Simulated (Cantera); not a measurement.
An adiabatic, constant-volume homogeneous reactor starts with 9.76 % CH₄, 4.29 % CO, 18.0 % O₂, 67.9 % N₂, at 1650 K and 0.987 atm.

Model: GRI-Mech 3.0 (53 species, 325 reactions), integrated in Cantera.

Task: Predict: time of steepest temperature rise; temperature at 7.00 s; equilibrium temperature; x(CO) at 7.00 s; x(O₂) at 7.00 s; x(NO) at 7.00 s; x(NO₂) at 7.00 s; x(N₂O) at 7.00 s.

Result: 
- time of steepest temperature rise: 0.317 ms
- temperature at 7.00 s: 2964 K
- equilibrium temperature: 2964 K
- x(CO) at 7.00 s: 0.0848 (gas-phase equilibrium 0.0848)
- x(O₂) at 7.00 s: 0.0137 (gas-phase equilibrium 0.0137)
- x(NO) at 7.00 s: 0.0105 (gas-phase equilibrium 0.0105)
- x(NO₂) at 7.00 s: 2.19e-6 (gas-phase equilibrium 2.19e-6)
- x(N₂O) at 7.00 s: 7.33e-7 (gas-phase equilibrium 7.33e-7)
